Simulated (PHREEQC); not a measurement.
Consider water at 70 °C with 0.25 mol/kgw H2SO4 and 9.8e-05 mol/kgw CuSO4. Closed to the air; pH follows from the charge balance.

All values are PHREEQC results (ion-association model, wateq4f.dat), not measurements.

Precipitation was switched off in this run.

Question: Estimate the pH, ionic strength, activity of water.

Answer: pH 0.70; ionic strength 0.273 mol/kgw; activity of water 0.991.

Question: In which forms is S present?

Answer: HSO4- 95 %, SO4-2 4.6 % of the S.

Constants without temperature data keep their 25 °C values here.
